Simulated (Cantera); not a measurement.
**Si + HBr + N2 (silicon etching in halogen gases)**

A closed system holds: 1 mol Si, 3 mol HBr, a varied amount of N2, held at 49.0 Pa.

These are equilibrium values from Cantera (NASA tables, ideal gas, pure condensed phases), not measurements of a reactor. Candidate condensed phases: Br2, Si, Si3N4; 28 gas species. N2 is the only nitrogen source here; it is nearly inert below about 1500 K, so the nitride shown seldom forms there in practice. The tables' values for SiBr3 are old estimates. Rates play no part.

Question: Map the stable condensed phases over T = 1325, 1350, 1375, 1400, 1425, 1450, 1475, 1500, 1525, 1550, 1575, 1600, 1625, 1650 K and n(N2) in mol = 0.15, 0.26, 0.46, 0.8, 1.4, 2.5, 4.3, 7.6, 13, 23, 41.

Answer: 
```
T in K \ n(N2) in mol
         0.15 0.26 0.46  0.8  1.4  2.5  4.3  7.6   13   23   41
   1650     A    A    A    A    A    A    B    B    B    B    B
   1625     A    A    A    A    A    A    A    B    B    B    B
   1600     A    A    A    A    A    A    A    C    C    C    C
   1575     A    A    A    A    A    A    C    C    C    C    C
   1550     A    A    A    A    A    C    C    C    C    C    C
   1525     A    A    A    A    A    C    C    C    C    C    C
   1500     A    A    A    A    C    C    C    C    C    C    C
   1475     A    A    A    C    C    C    C    C    C    C    C
   1450     A    A    C    C    C    C    C    C    C    C    C
   1425     A    C    C    C    C    C    C    C    C    C    C
   1400     C    C    C    C    C    C    C    C    C    C    C
   1375     C    C    C    C    C    C    C    C    C    C    C
   1350     C    C    C    C    C    C    C    C    C    C    C
   1325     C    C    C    C    C    C    C    C    C    C    C
```
A: gas only; B: Si; C: Si3N4.
